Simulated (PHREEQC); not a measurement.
A solution holds 4.2 mmol/kgw ZnCl2, 0.24 mmol/kgw NaOH and 1.5 mmol/kgw H2SO4, at 25 °C. Closed to the air; pH follows from the charge balance.

All values are PHREEQC results (ion-association model, wateq4f.dat), not measurements.

Q: The ionic strength comes out as 0.0153 mol/kgw. What activity coefficients do HSO4-, Na+, SO4-2, Zn+2, H+ get?

A: HSO4- 0.89, Na+ 0.89, SO4-2 0.62, Zn+2 0.63, H+ 0.90.

Precipitation was switched off in this run. Species that the database lacks are ignored.
